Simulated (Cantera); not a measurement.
A closed system holds: 1 mol FeS, 0.098 mol H2S, 0.27 mol O2, equilibrated at 823.15 K.

Cantera equilibrium calculation (NASA polynomials, part measured and part estimated; ideal gas, pure solids and liquids). Candidate condensed phases: Fe, FeO, Fe(OH)2, Fe(OH)3, FeS, FeSO4, FeS2, Fe2O3, Fe2(SO4)3, Fe3O4, H2O, H2SO4, S; 22 gas species. FeS: taken at fixed stoichiometry. Gases not in the tables: S3 to S7. Rates play no part.

### Question
Which condensed phases are stable at each of these points (P (Pa)): 1000, 3000, 8800, 26000, 77000, 230000, 680000, 2000000?

### Answer
```json
[
 {"P (Pa)": "1000", "condensed phases": "FeS(s) + Fe3O4(s)", "Fe condensed (%)": "100.0"},
 {"P (Pa)": "3000", "condensed phases": "FeS(s) + FeS2(s) + Fe3O4(s)", "Fe condensed (%)": "100.0"},
 {"P (Pa)": "8800", "condensed phases": "FeS(s) + FeS2(s) + Fe3O4(s)", "Fe condensed (%)": "100.0"},
 {"P (Pa)": "26000", "condensed phases": "FeS(s) + FeS2(s) + Fe3O4(s)", "Fe condensed (%)": "100.0"},
 {"P (Pa)": "77000", "condensed phases": "FeS(s) + FeS2(s) + Fe3O4(s)", "Fe condensed (%)": "100.0"},
 {"P (Pa)": "230000", "condensed phases": "FeS(s) + FeS2(s) + Fe3O4(s)", "Fe condensed (%)": "100.0"},
 {"P (Pa)": "680000", "condensed phases": "FeS(s) + FeS2(s) + Fe3O4(s)", "Fe condensed (%)": "100.0"},
 {"P (Pa)": "2000000", "condensed phases": "FeS(s) + FeS2(s) + Fe3O4(s)", "Fe condensed (%)": "100.0"}
]
```

At 0.0100 bar the condensed part is FeS(s) + Fe3O4(s). From 0.0300 bar to 20.0 bar the condensed part is FeS(s) + FeS2(s) + Fe3O4(s).
